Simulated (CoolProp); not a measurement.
Vapour-liquid equilibrium of ethylene (1) + carbon dioxide (2) at 14.9 bar; x and y are mole fractions of (1).

Model: multi-fluid Helmholtz-energy mixture model, Smukala 2000 and Span 1996; pair parameters Bell 2016, in CoolProp.

| x | bubble temperature, mixture model (K) | bubble temperature, Raoult's law (K) | y, mixture model | y, Raoult's law |
|---|---|---|---|---|
| 0.05 | 242.3 | 243.9 | 0.100 | 0.066 |
| 0.2 | 238.2 | 242.3 | 0.307 | 0.254 |
| 0.35 | 235.8 | 240.8 | 0.446 | 0.426 |
| 0.5 | 234.4 | 239.2 | 0.561 | 0.581 |
| 0.65 | 233.5 | 237.6 | 0.674 | 0.723 |
| 0.8 | 233.3 | 236.1 | 0.798 | 0.850 |
| 0.95 | 233.7 | 234.5 | 0.944 | 0.965 |

The largest gap from Raoult's law is -5.0 K in bubble temperature, at x = 0.35. y crosses x between x = 0.65 and 0.8: the model has an azeotrope there.

The pair parameters rest on a limited set of measurements; away from them the model extrapolates.
